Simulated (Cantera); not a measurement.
Standard-state values (1 bar) from the NASA 1993 polynomials, evaluated with Cantera. Values are per mole of reaction as written; species without (g) are pure solids or liquids, kept so even where they would boil at 1 bar.

Problem. Between 300 and 1800 K, where is each reaction favourable under standard conditions?
- 4 Al(g) + CO2(g) ⇌ C + 2 Al2O(g)

Solution. 
- 4 Al(g) + CO2(g) ⇌ C + 2 Al2O(g): ΔG° is -1107 kJ at 300 K and -565 kJ at 1800 K; it stays negative (K > 1). ΔH° is -1210 kJ and ΔS° -358 J/K at 1800 K.
